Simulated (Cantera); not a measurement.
An isothermal, constant-pressure homogeneous reactor starts with H₂ : O₂ : N₂ = 1.2 : 1 : 3.8 (molar parts), equivalence ratio 0.60, at 925 K and 55000 Pa. Integrator tolerance rtol = 1e-08.

Detailed kinetics in Cantera: GRI-Mech 3.0 (53 species, 325 reactions). Below about 950 K walls govern HO2 and H2O2 in real vessels. The temperature is held fixed by assumption; the heat of reaction is taken as removed at once.

```json
[
 {"quantity": "x(H₂) at 1.00 s", "before": "0.0371 (gas-phase equilibrium 8.66e-12)", "after": "0.00685 (gas-phase equilibrium 1.12e-11)"},
 {"quantity": "x(O₂) at 1.00 s", "before": "0.0911 (gas-phase equilibrium 0.0741)", "after": "0.0772 (gas-phase equilibrium 0.0741)"},
 {"quantity": "x(H₂O) at 1.00 s", "before": "0.181 (gas-phase equilibrium 0.222)", "after": "0.215 (gas-phase equilibrium 0.222)"},
 {"quantity": "x(N₂O) at 1.00 s", "before": "7.72e-9 (gas-phase equilibrium 4.53e-10)", "after": "9.97e-9 (gas-phase equilibrium 3.51e-10)"},
 {"quantity": "x(NO) at 1.00 s", "before": "1.55e-8 (gas-phase equilibrium 7.24e-6)", "after": "6.56e-8 (gas-phase equilibrium 7.24e-6)"},
 {"quantity": "x(HO₂) at 1.00 s", "before": "3.58e-5 (gas-phase equilibrium 1.50e-10)", "after": "2.07e-5 (gas-phase equilibrium 1.32e-10)"}
]
```

What was changed between the two runs?
A) temperature 925 to 873 K
B) temperature 925 to 1200 K
C) pressure from 55000 Pa to 33000 Pa
D) H2 1.2 to 0.48 parts

C, pressure from 55000 Pa to 33000 Pa
